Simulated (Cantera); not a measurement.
A Cantera script and what it prints.

```python
import numpy as np
import cantera as ct

gas_names = """
    C3H8 C2H4
""".split()
cond_names = """
    TiC(s) TiC(L) Ti(a) Ti(b) Ti(L)
""".split()


# ... load() reads the species with a 1 bar reference pressure and builds the phases ...
species = {s.name: s for s in load("nasa_gas.yaml", gas_names) + load("nasa_condensed.yaml", cond_names)}
# Each term lists the table entries of one substance; the one whose range holds T is used.
reactions = {
    'TiC + C3H8(g) = Ti + 2 C2H4(g)':
        [(-1, ['TiC(s)', 'TiC(L)']), (-1, ['C3H8']), (1, ['Ti(a)', 'Ti(b)', 'Ti(L)']), (2, ['C2H4'])],
}


def pick(names, T):
    return next(species[n] for n in names if species[n].thermo.min_temp <= T <= species[n].thermo.max_temp)


results = []
for label, terms in reactions.items():
    print(label)
    print("     T/K   dH/kJ  dS/(J/K)   dG/kJ   log10 K")
    for T in [300, 1948, 1998, 2048, 2098, 2148, 2198, 2248, 2298, 2348, 2398]:
        used = [(nu, pick(names, T)) for nu, names in terms]
        dH = sum(nu * s.thermo.h(T) for nu, s in used) / 1e6
        dS = sum(nu * s.thermo.s(T) for nu, s in used) / 1e3
        dG = dH - T * dS / 1e3
        logK = -dG * 1e6 / (ct.gas_constant * T * np.log(10))
        results.append((label, T, dH, dS, dG, logK, [s.name for _, s in used]))
        print(f"{T:8g} {dH:8.1f} {dS:8.1f} {dG:8.1f} {logK:8.2f}")
```

Result:

```
TiC + C3H8(g) = Ti + 2 C2H4(g)
     T/K   dH/kJ  dS/(J/K)   dG/kJ   log10 K
     300    393.8    174.9    341.3   -59.43
    1948    403.0    176.5     59.1    -1.58
    1998    403.1    176.6     50.3    -1.31
    2048    403.2    176.7     41.4    -1.06
    2098    403.3    176.7     32.6    -0.81
    2148    403.4    176.7     23.8    -0.58
    2198    403.4    176.8     14.9    -0.35
    2248    403.5    176.8      6.1    -0.14
    2298    403.5    176.8     -2.8     0.06
    2348    403.4    176.8    -11.6     0.26
    2398    403.4    176.7    -20.4     0.45
```

Cantera with NASA thermochemical tables; ideal gases at 1 bar, condensed phases pure. TiC: taken at fixed stoichiometry. Condensed species are held in their standard states even where they would react or evaporate.
